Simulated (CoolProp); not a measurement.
Vapour-liquid equilibrium of ethylene (1) + propane (2) at 0.673 MPa; x and y are mole fractions of (1).

The numbers come from the multi-fluid Helmholtz-energy mixture model, Smukala 2000 and Lemmon 2009; pair parameters Bell 2016 in CoolProp.

Question: Give the bubble temperature and the first vapour's composition at x = 0.35, 0.8, 0.95. Is there an azeotrope?

Answer: x = 0.35: 238.3 K, y = 0.840; x = 0.8: 216.1 K, y = 0.977; x = 0.95: 211.5 K, y = 0.995. No azeotrope shows between x = 0.05 and 0.95.

The pair parameters rest on a limited set of measurements; away from them the model extrapolates.
